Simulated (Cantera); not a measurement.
Catalytic stagnation flow on Pt

A jet of H2 : O2 : N2 = 0.013 : 0.18 : 0.79 (molar parts) at 300 K and 0.190 bar hits a platinum plate 6.4 cm away at a mass flux of 0.033 kg/m²/s; the plate temperature is set and raised in steps from an oxygen-covered start.

Computed with Cantera and Deutschmann's 1995 Pt surface mechanism with GRI-Mech 3.0 gas chemistry. Catalytic surfaces can have several steady states; this one follows from the mechanism file's or the stated starting coverage.

```tsv
plate T (K)	wall x H2	wall x O2	wall x H2O	wall x OH	θ free Pt	θ O*	θ OH*
600	0.00149	0.171	0.0228	<1e-8	0.0144	0.982	0.00341
650	0.00143	0.171	0.0227	<1e-8	0.0157	0.982	0.00233
700	0.00119	0.170	0.0231	<1e-8	0.0202	0.978	0.00184
750	0.000767	0.170	0.0238	<1e-8	0.0335	0.965	0.00172
800	0.000465	0.170	0.0242	<1e-8	0.0592	0.939	0.00172
```
x: mole fraction at the wall; θ: surface coverage.
